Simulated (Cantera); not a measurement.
## C3H6 + H2O + H2 (carbon deposition, reforming and gasification)

A closed system holds: 1 mol C3H6, 2.8 mol H2O, 9.6 mol H2, equilibrated at 10.0 mbar.

Equilibrium computed with Cantera from the NASA thermochemical tables; the gas is ideal and each condensed phase is pure. Candidate condensed phases: C, C6H6, C7H8, C8H18, H2O; 131 gas species. Ions and electrons are included (thermal ionisation). The numbers say what is thermodynamically allowed, not how fast it happens.

```tsv
T (°C)	x H	x H2	x CO	x C	x O
2727	0.700	0.197	0.0996	0.00142	1.59e-8
3227	0.887	0.0226	0.0847	0.00569	1.81e-6
3727	0.908	0.00324	0.0829	0.00610	0.000186
4227	0.907	0.000687	0.0783	0.0101	0.00423
4727	0.891	0.000192	0.0588	0.0279	0.0222
```
x: gas mole fraction; nothing condenses.

From 2727 °C to 4727 °C nothing is condensed. The main C-bearing gas is CO throughout.
